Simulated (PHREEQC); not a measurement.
**Hard or scaling water: speciation**

A solution holds 0.048 mmol/kgw CaSO4, 5 mmol/kgw Na2HPO4 and 6.7 mmol/kgw HF, at 80 °C. Closed to the air; pH follows from the charge balance.

The numbers come from PHREEQC with the ion-association model, wateq4f.dat.

No solid was allowed to form.

Q: What pH, ionic strength does the model give?

A: pH 4.12; ionic strength 0.0102 mol/kgw.

Q: In which forms is P present?

A: H2PO4- 98 %, H3PO4 1.7 % of the P.

The solution is supersaturated, for example in Fluorite, so a real one may precipitate; this is no full list. Species that the database lacks are ignored. H3PO4, which wateq4f.dat lacks, is added to it with the constant of phreeqc.dat. Away from 25 °C the constants follow the database's enthalpies or fits; those with neither stay at their 25 °C values.
